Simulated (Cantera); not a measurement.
Input: 1 mol MgO, 2 mol O₂, 3.2 mol CO₂, equilibrated at 1 atm.

Equilibrium computed with Cantera from the NASA thermochemical tables; the gas is ideal and each condensed phase is pure. Candidate condensed phases: C, Mg, MgCO₃, MgO; 15 gas species. Rates play no part.

x: gas mole fraction; n: condensed amount in mol.

| T (K) | x CO₂ | x O₂ | x CO | x O | x O₃ | x MgO | n MgCO₃(s) | n MgO(s) |
|---|---|---|---|---|---|---|---|---|
| 600 | 0.524 | 0.476 | <1e-12 | <1e-12 | <1e-12 | <1e-12 | 1.00 | 0 |
| 700 | 0.615 | 0.385 | <1e-12 | <1e-12 | <1e-12 | <1e-12 | 0 | 1.00 |
| 800 | 0.615 | 0.385 | <1e-12 | <1e-12 | <1e-12 | <1e-12 | 0 | 1.00 |
| 900 | 0.615 | 0.385 | 1.37e-12 | 3.32e-12 | <1e-12 | <1e-12 | 0 | 1.00 |
| 1000 | 0.615 | 0.385 | 6.00e-11 | 9.69e-11 | 2.38e-12 | <1e-12 | 0 | 1.00 |
| 1100 | 0.615 | 0.385 | 1.32e-9 | 1.54e-9 | 1.14e-11 | <1e-12 | 0 | 1.00 |
| 1200 | 0.615 | 0.385 | 1.72e-8 | 1.54e-8 | 4.19e-11 | <1e-12 | 0 | 1.00 |
| 1300 | 0.615 | 0.385 | 1.51e-7 | 1.09e-7 | 1.27e-10 | <1e-12 | 0 | 1.00 |
| 1400 | 0.615 | 0.385 | 9.67e-7 | 5.83e-7 | 3.28e-10 | <1e-12 | 0 | 1.00 |
| 1500 | 0.615 | 0.385 | … | … | … | <1e-12 | 0 | 1.00 |
| 1600 | 0.615 | 0.385 | 1.97e-5 | 8.94e-6 | 1.55e-9 | 1.06e-12 | 0 | 1.00 |
| 1700 | 0.615 | 0.385 | 6.77e-5 | 2.75e-5 | 2.94e-9 | 1.94e-11 | 0 | 1.00 |
| 1800 | 0.615 | 0.385 | … | … | … | … | 0 | 1.00 |
| 1900 | 0.615 | 0.385 | 0.000540 | 0.000184 | 8.73e-9 | 2.57e-9 | 0 | 1.00 |

**Question.** What belongs in the gaps?

**Answer.** 
- 1500, x CO: 4.83e-6
- 1500, x O: 2.50e-6
- 1500, x O₃: 7.50e-10
- 1800, x CO: 0.000203
- 1800, x O: 7.50e-5
- 1800, x O₃: 5.21e-9
- 1800, x MgO: 2.56e-10
